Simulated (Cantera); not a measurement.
A closed system holds: 1 mol Fe(CO)5, 5.8 mol CO, 0.13 mol H2, at 1150 K and 1.00 bar.

Cantera equilibrium calculation (NASA polynomials, part measured and part estimated; ideal gas, pure solids and liquids). Candidate condensed phases: C, C6H6, C7H8, C8H18, Fe, Fe(CO)5, FeO, Fe(OH)2, Fe(OH)3, Fe2O3, Fe3O4, H2O; 114 gas species. Condensed phases not in the tables: cementite and carbon dissolved in iron. Equilibrium is a limit: real reactors are often held back by kinetics, nucleation or transport.

Base state: CO 0.952, CO2 0.0357, H2 0.0118, H2O 0.000526 (mole fractions); condensed: C(graphite) + Fe(α).

### Question
What changes in the equilibrium state with this change: pressure from 1.00 bar to 0.00120 bar?

### Answer
```tsv
species	before	after
CO	0.952	0.988
H2	0.0118	0.0119
CO2	0.0357	4.62e-5
H2O	0.000526	6.61e-7
C(graphite), mol	0.383	0
Fe(α), mol	1.00	1.00
```

### Question
What changes in the equilibrium state with this change: temperature from 1150 K to 1373.15 K?

### Answer
```csv
species,before,after
CO,0.952,0.986
H2,0.0118,0.0119
CO2,0.0357,0.00221
H2O,0.000526,5.47e-5
"C(graphite), mol",0.383,0.0246
"Fe(α), mol",1.00,0
"Fe(γ), mol",0,1.00
```

### Question
What changes in the equilibrium state with this change: Fe(CO)5 replaced by PbO?

### Answer
```
species             before     after
----------------  --------  --------
CO                   0.952     0.813
CO2                 0.0357     0.164
H2                  0.0118    0.0177
Pb                       0  0.000290
H2O               0.000526   0.00424
C(graphite), mol     0.383         0
Fe(α), mol            1.00         0
Pb(l), mol               0     0.998
```
Further candidate phases: Pb, PbO, PbO2, Pb3O4.
